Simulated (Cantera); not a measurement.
Input: 1 mol SiO₂, 3 mol HBr, 16 mol O₂, at 825 K and 10.0 mbar.

These are equilibrium values from Cantera (NASA tables, ideal gas, pure condensed phases), not measurements of a reactor. Candidate condensed phases: Br₂, H₂O, Si, SiO₂; 28 gas species. The numbers say what is thermodynamically allowed, not how fast it happens.

Base state: O₂ 0.835, H₂O 0.0818, Br₂ 0.0811, Br 0.00135, HBr 0.000633 (mole fractions); condensed: SiO₂(α-quartz).

What changes in the equilibrium state with this change: HBr from 3 to 8.2 mol?


| species | before | after |
|---|---|---|
| O₂ | 0.835 | 0.629 |
| H₂O | 0.0818 | 0.184 |
| Br₂ | 0.0811 | 0.183 |
| HBr | 0.000633 | 0.00153 |
| Br | 0.00135 | 0.00202 |
| SiO₂(α-quartz), mol | 1.00 | 1.00 |

What changes in the equilibrium state with this change: HBr from 3 to 6.5 mol?


```
species                before    after
-------------------  --------  -------
O₂                      0.835    0.688
H₂O                    0.0818    0.155
Br₂                    0.0811    0.154
HBr                  0.000633  0.00126
Br                    0.00135  0.00186
SiO₂(α-quartz), mol      1.00     1.00
```
